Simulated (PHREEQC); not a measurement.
Solution A (0.21 mol H2SO4, 0.00067 mol NiSO4 and 0.00022 mol MgSO4 per kg of water) is mixed with solution B (0.01 mol CsOH, 0.00015 mol H4SiO4 and 8.5e-05 mol (CH3)4NCl per kg of water) at 20 °C; shares are by mass of water, 1 kg in all. Oxygen alone is held at its pressure in air (log pO2 = -0.68). No CO2 enters from the air. The run lets Brucite, Ni(OH)2, Ni4(OH)6SO4, SiO2(a), Epsomite, Morenosite precipitate or redissolve, and no other solid.

Model: ion-association model, wateq4f.dat, run in PHREEQC.

| share of solution B | pH | H4SiO4 (mol/kgw) | H3SiO4- (mol/kgw) | HSO4- (mol/kgw) | MgSO4 (mol/kgw) |
|---|---|---|---|---|---|
| 0 | 0.73 | 0 | 0 | 0.181 | 7.23e-5 |
| 0.05 | 0.75 | 7.50e-6 | 0 | ? | ? |
| 0.15 | ? | 2.25e-5 | 2.55e-14 | 0.151 | 6.24e-5 |
| 0.2 | 0.82 | 3.00e-5 | 3.57e-14 | 0.141 | 5.90e-5 |
| 0.3 | 0.87 | 4.50e-5 | 5.96e-14 | 0.122 | 5.23e-5 |
| 0.35 | 0.90 | 5.25e-5 | 7.38e-14 | 0.112 | 4.88e-5 |
| 0.45 | 0.97 | 6.75e-5 | 1.09e-13 | 0.0928 | 4.18e-5 |
| 0.5 | ? | 7.50e-5 | 1.31e-13 | 0.0832 | ? |
| 0.55 | 1.05 | 8.25e-5 | 1.57e-13 | 0.0736 | 3.46e-5 |
| 0.65 | 1.15 | 9.75e-5 | 2.29e-13 | 0.0548 | 2.72e-5 |
| 0.7 | 1.22 | 0.000105 | 2.82e-13 | 0.0455 | 2.34e-5 |
| 0.8 | 1.39 | 0.000120 | 4.64e-13 | 0.0274 | 1.57e-5 |
| 0.85 | 1.52 | 0.000127 | 6.48e-13 | 0.0187 | 1.17e-5 |
| 0.95 | 2.13 | 0.000142 | 2.78e-12 | ? | 3.55e-6 |
| 1 | 12.12 | 7.69e-7 | 0.000138 | 0 | 0 |

Q: Complete the blanks.

A: 
- 0.05, HSO4- (mol/kgw): 0.171
- 0.05, MgSO4 (mol/kgw): 6.90e-5
- 0.15, pH: 0.79
- 0.5, pH: 1.01
- 0.5, MgSO4 (mol/kgw): 3.82e-5
- 0.95, HSO4- (mol/kgw): 0.00309

Complexes and solids missing from the database can't appear. (CH3)4N+ isn't in the database: it is added as a free cation with an ion size of 4 Å.
